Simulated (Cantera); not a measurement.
A closed system holds: 1 mol SiO₂, 0.16 mol C, 5.3 mol H₂, equilibrated at 0.133 bar.

Method: chemical equilibrium by Gibbs-energy minimisation in Cantera with the NASA 1993 tables (ideal gas, pure condensed phases). Candidate condensed phases: C, C₆H₆, C₇H₈, C₈H₁₈, H₂O, Si, SiC, SiO₂; 123 gas species. The tables hold silica as quartz up to 1696 K and as liquid above; real silica turns to tridymite and cristobalite and melts near 1996 K. Gases not in the tables: Si(OH)₄. The numbers say what is thermodynamically allowed, not how fast it happens.

Task: Which condensed phases are stable at each of these points (T (K)): 1700, 1750, 1800, 1850, 1900, 1950, 2000, 2050, 2100, 2150, 2200, 2250, 2300?

Result: 
```tsv
T (K)	condensed phases	Si condensed (%)
1700	SiO₂(condensed)	84.0
1750	SiO₂(condensed)	83.9
1800	SiO₂(condensed)	83.7
1850	SiO₂(condensed)	83.2
1900	SiO₂(condensed)	82.2
1950	SiO₂(condensed)	80.3
2000	SiO₂(l)	77.0
2050	SiO₂(l)	71.7
2100	SiO₂(l)	64.1
2150	SiO₂(l)	53.6
2200	SiO₂(l)	39.4
2250	SiO₂(l)	20.9
2300	gas only	0.0
```

From 1700 K to 1950 K the condensed part is SiO₂(condensed). From 2000 K to 2250 K the condensed part is SiO₂(l). At 2300 K nothing is condensed. The share of Si in condensed phases is highest at 1700 K (84.0 %) and lowest at 2300 K (0.0 %).
